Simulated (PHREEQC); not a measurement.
Solution (15 °C): 0.21 mmol/kgw Pb(NO3)2, 0.011 mmol/kgw MgSO4 and 0.5 mmol/kgw NaHCO3. Closed to the air; pH follows from the charge balance.

The numbers come from PHREEQC with the ion-association model, phreeqc.dat.

```yaml
pH: 6.84
ionic_strength: 0.000834 mol/kgw
total_alkalinity: 0.500 meq/kg
```

```csv
species,molality,activity,log γ
Na+,0.000500,0.000484,-0.014
NO3-,0.000420,0.000406,-0.014
HCO3-,0.000284,0.000275,-0.014
CO2,0.000105,0.000105,0.000
PbCO3,9.40e-5,9.40e-5,0.000
Pb+2,8.71e-5,7.66e-5,-0.056
PbHCO3+,1.73e-5,1.67e-5,-0.014
```

No solid was allowed to form. Saturation is exceeded, for instance for Cerussite, Pb(OH)2; the values hold only as long as no solid forms.
